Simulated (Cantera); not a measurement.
A perfectly stirred reactor is fed with CH3OH : O2 : N2 = 0.0068 : 0.023 : 1 (molar parts), at 5.00 bar; it is held at 1550 K, and followed from long to short residence time.

Computed with Cantera and GRI-Mech 3.0 (53 species, 325 reactions). GRI-Mech 3.0 was tuned for natural gas; its chemistry of methanol as a main component is partial and can be far from experiment.

One state of this run: x CH3OH = 4.48e-7; x O2 = 0.0124; x H2O2 = 8.71e-9; x HO2 = 2.78e-7; x OH = 4.67e-5; x H2O = 0.0131. x: mole fraction; the columns are a selection and need not sum to one.

Problem. Which value of τ (s) does it belong to?
A. 0.0083
B. 0.52
C. 2.1
D. 8.2

Solution. B, 0.52
